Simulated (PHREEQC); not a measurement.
MgCl2 is added in steps, without added water, to 1 kg of water holding 0.096 mol H2SO4, 0.0031 mol CuSO4 and 0.00072 mol MnSO4, at 25 °C. No oxygen is let in. No CO2 enters from the air. Solids allowed: Pyrochroite. Others were left out.

Base run: PHREEQC, ion-association model, phreeqc.dat. Each further column changes one thing. The table gives MnCl+ (mol/kgw).

| MgCl2 added (mol) | base | 0.0017 mol/kgw KCl added | 0.0014 mol/kgw Pb(NO3)2 added | temperature from 25 to 45 °C | no solid may form |
|---|---|---|---|---|---|
| 0 | 0 | 1.23e-6 | 0 | 0 | 0 |
| 0.01875 | 2.57e-5 | 2.67e-5 | 2.58e-5 | 2.53e-5 | 2.57e-5 |
| 0.0375 | 4.82e-5 | 4.92e-5 | 4.84e-5 | 4.74e-5 | 4.82e-5 |
| 0.05625 | 6.81e-5 | 6.90e-5 | 6.83e-5 | 6.68e-5 | 6.81e-5 |
| 0.075 | 8.59e-5 | 8.66e-5 | 8.60e-5 | 8.40e-5 | 8.59e-5 |
| 0.09375 | 0.000102 | 0.000103 | 0.000102 | 9.95e-5 | 0.000102 |
| 0.1125 | 0.000116 | 0.000117 | 0.000117 | 0.000113 | 0.000116 |
| 0.1313 | 0.000130 | 0.000130 | 0.000130 | 0.000126 | 0.000130 |
| 0.15 | 0.000142 | 0.000142 | 0.000142 | 0.000138 | 0.000142 |

 Constants without temperature data keep their 25 °C values here. Solids allowed in the column '0.0017 mol/kgw KCl added': Pyrochroite, Sylvite. Solids allowed in the column '0.0014 mol/kgw Pb(NO3)2 added': Pyrochroite, Anglesite, Pb(OH)2.
